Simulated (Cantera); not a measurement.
An isothermal, constant-pressure homogeneous reactor starts with H2 : O2 : N2 = 0.12 : 1 : 0.22 (molar parts), equivalence ratio 0.060, at 1450 K and 0.0168 atm.

Detailed kinetics in Cantera: the H2/O2 subset of GRI-Mech 3.0, which has no nitrogen chemistry. Radical loss at walls, strong at low pressure, is not modelled. The temperature is held fixed by assumption; the heat of reaction is taken as removed at once.

One state of this run: x H2 = 0.00148; x O2 = 0.707; x O = 0.0263; x HO2 = 2.69e-6; x OH = 0.00771. x: mole fraction; the columns are a selection and need not sum to one.

Q: Which value of t (s) does it belong to?
A. 0.000637
B. 60.0
C. 0.000178
D. 0.0290

A: D, 0.0290
